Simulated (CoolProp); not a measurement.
Model: reference Helmholtz-energy equation of state, Lemmon 2006, in CoolProp. It is a short technical equation, of lower accuracy than the large ones.

Problem. For carbonyl sulfide, give the phase and the cp (kJ/(kg K)) at 202.9 K and 260 kPa; 293.8 K and 260 kPa; 421 K and 260 kPa.

Solution. 
- 202.9 K and 260 kPa: liquid; cp 1.17
- 293.8 K and 260 kPa: gas; cp 0.717
- 421 K and 260 kPa: gas; cp 0.783
